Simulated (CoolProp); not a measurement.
Properties of hydrogen chloride at several states.

Computed with CoolProp (reference Helmholtz-energy equation of state, Thol 2018).

```tsv
T (K)	p (MPa)	phase	Z	speed of sound (m/s)	isothermal compressibility (1/MPa)
638.5	0.639	gas	0.9973	449.6	1.569
534.2	0.194	gas	0.9983	412.0	5.164
540.8	0.0977	gas	0.9992	414.6	10.24
621.7	0.328	gas	0.9984	443.8	3.054
464.9	0.337	gas	0.9951	384.1	2.982
658	11.9	supercritical	0.9666	463.1	0.08597
```
